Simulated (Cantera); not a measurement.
A Cantera script and what it prints.

```python
import numpy as np
import cantera as ct

gas_names = """
    N NO NO2 NO3 N2 N2O O O2 O3 V VN VO VO2
""".split()
cond_names = """
    V(cr) V(L) VN(s) VO(s) VO(L) V2O3(s) V2O3(L) V2O4(I) V2O4(II) V2O4(L) V2O5(s) V2O5(L)
""".split()


# ... load() reads the species with a 1 bar reference pressure and builds the phases ...
atoms = {
    'V': {'V': 1},
    'N2O': {'N': 2, 'O': 1},
}
top_T = {'VN(s)': 2300}  # K; cautious upper limits of use, not melting points


# ... equilibrate(T, P, feed) seeds the gas with the atoms and calls Mixture.equilibrate('TP', solver="vcs", rtol=1e-11, max_steps=5000) ...
results = []
feed = {'V': 1, 'N2O': 11}  # mol
T = 1773.15  # K
for P in [0.1, 1, 10, 100, 1000, 10000, 100000, 1000000]:
    mix = equilibrate(T, P, feed)
    results.append((T, P, feed, dict(zip(mix.species_names, mix.species_moles))))

top = {s: max(r[3][s] / sum(r[3][g] for g in gas_names) for r in results) for s in gas_names}
cols = sorted((s for s in top if top[s] > 0.0001), key=lambda s: -top[s])[:7]
seen = [c for c in cond_names if any(r[3].get(c, 0) > 1e-12 for r in results)]
print("log10 of partial pressures in bar; condensed amounts in mol")
print(f"{'P/Pa':>10s}" + "".join(f"{s[:9]:>10s}" for s in cols + seen))
for T, P, feed, n in results:
    ng = sum(n[g] for g in gas_names)
    print(f"{P:10.4g}" + "".join(f"{np.log10(max(n[s] / ng * P / 1e5, 1e-99)):10.3f}" for s in cols)
          + "".join(f"{n.get(c, 0):10.4g}" for c in seen))
```

It prints:

```
log10 of partial pressures in bar; condensed amounts in mol
      P/Pa        N2        O2       VO2         O        NO  V2O4(II)   V2O5(L)
       0.1    -6.187    -6.617    -7.228    -7.335    -8.433         0         0
         1    -5.181    -5.583    -6.221    -6.818    -7.413         0         0
        10    -4.178    -4.572    -5.219    -6.313    -6.406         0         0
       100    -3.161    -3.552    -4.643    -5.803    -5.387    0.3193         0
      1000    -2.151    -2.542    -4.643    -5.298    -4.377    0.4823         0
     1e+04    -1.150    -1.541    -4.643    -4.797    -3.376    0.4982         0
     1e+05    -0.143    -0.558    -4.713    -4.306    -2.382         0    0.4999
     1e+06     0.857     0.442    -4.963    -3.806    -1.382         0       0.5
```

Cantera equilibrium calculation (NASA polynomials, part measured and part estimated; ideal gas, pure solids and liquids). Condensed phases not in the tables: the oxides between V2O3 and V2O5 other than VO2. Gases not in the tables: V4O10.
